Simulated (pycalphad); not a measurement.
Computed with pycalphad from the COST 507 light-alloy database (1999), at 1 atm. No gas phase is included, though pure Ti would boil below 3850 K. The database dates from 1999; later assessments differ in places, in temperatures and in the compounds included. Diffusion is slow at the low end, where real alloys seldom reach equilibrium.

Molar enthalpy of Ti-10.75Hf-2.96B (at.%) in equilibrium (SER reference):

| T (K) | H (kJ/mol) | phases |
|---|---|---|
| 3850 | 154.21 | liquid |
| 3700 | 147.37 | liquid |
| 3550 | 140.53 | liquid |
| 3400 | 133.69 | liquid |
| 3250 | 126.85 | liquid |
| 3100 | 120.01 | liquid |
| 2950 | 113.17 | liquid |
| 2800 | 106.33 | liquid |
| 2650 | 99.49 | liquid |
| 2500 | 92.65 | liquid |
| 2350 | 85.81 | liquid |
| 2200 | 78.97 | liquid |
| 2050 | 72.15 | liquid |
| 1975 | 68.75 | liquid |
| 1900 | 65.35 | liquid |
| 1750 | 44.31 | bcc + BM |
| 1675 | 41.75 | bcc + BM |
| 1600 | 39.26 | bcc + BM |
| 1450 | 34.45 | bcc + BM |
| 1300 | 29.84 | bcc + BM |
| 1150 | 25.39 | bcc + BM |
| 1000 | 16.78 | hcp + BM |
| 850 | 12.01 | hcp + BM |
| 700 | 7.45 | hcp + BM |
| 550 | 3.10 | hcp + BM |

Cooling from 1900 K to 1750 K, across the freezing range, releases 21.0 kJ/mol, or 346 J/g. The slope is 45 J/(mol K) in the liquid and 34 J/(mol K) just below the solidus, where it includes any heat of precipitation. Liquidus 1872 K, solidus 1817 K. Changes were sought between steps of 75 K, so a narrower field can be missed.

Database names, with the compositions (at.%) that they take in these runs: BM: Ti 49 B 50 Hf 0.
